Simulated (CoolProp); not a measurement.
Saturated liquid density (kg/m³) of R1233zd(E): the reference equation beside estimates from Tc = 438.9 K, pc = 3.583 MPa, ω = 0.304.

Values from CoolProp's reference Helmholtz-energy equation of state, Akasaka 2022.

```tsv
T (K)	reference	Redlich-Kwong	Soave-Redlich-Kwong
269.5	1330	1149	1195
276.3	1314	1134	1181
283.1	1299	1119	1167
289.9	1283	1103	1153
296.7	1266	1087	1137
303.6	1250	1070	1121
310.4	1233	1052	1105
317.2	1215	1034	1087
324	1198	1015	1069
330.8	1179	995.7	1051
337.6	1161	975.5	1031
344.5	1141	954.3	1010
```

Absolute difference from the reference over all 12 rows, mean and median: Redlich-Kwong 14.7 and 14.5 %, Soave-Redlich-Kwong 10.5 and 10.4 %.
